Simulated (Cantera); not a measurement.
Feed: 1 mol CH3SiCl3, 0.027 mol HCl, 140 mol H2, 0.0063 mol C3H8, equilibrated at 1000 K and 48.0 mbar.

Equilibrium computed with Cantera from the NASA thermochemical tables; the gas is ideal and each condensed phase is pure. Candidate condensed phases: C, C6H6, C7H8, C8H18, Si, SiC; 109 gas species. The feed counts by its element totals alone. Equilibrium is a limit: real reactors are often held back by kinetics, nucleation or transport.

**Question.** What is the equilibrium state?

**Answer.** 
```
Quantity                                   Result
--------------------------------------  ---------
x(H2)                                       0.979
x(HCl)                                     0.0203
x(CH4)                                   0.000380
x(SiCl4)                                 0.000177
x(SiHCl3)                                 6.04e-5
x(SiCl3)                                  4.85e-6
x(SiCl2)                                  3.21e-6
x(SiH2Cl2)                                2.22e-6
n(SiC(s))                               0.965 mol
gas amount                              143.0 mol
log10 activity of C(graphite) (absent)      -1.06
log10 activity of Si(s) (absent)            -2.35
```
